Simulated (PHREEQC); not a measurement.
Consider water at 25 °C with 5.8 mmol/kgw CuCl2, 17 mmol/kgw HCl and 66 mmol/kgw KCl. Closed to the air; pH follows from the charge balance.

Equilibrium calculation in PHREEQC: ion-association model, phreeqc.dat.

This is a speciation only: nothing precipitates in the calculation.

Problem. Predict the pH.

Solution. pH 1.85.

Problem. In which forms is Cu present?

Solution. Cu+2 91 %, CuCl+ 9.2 % of the Cu.
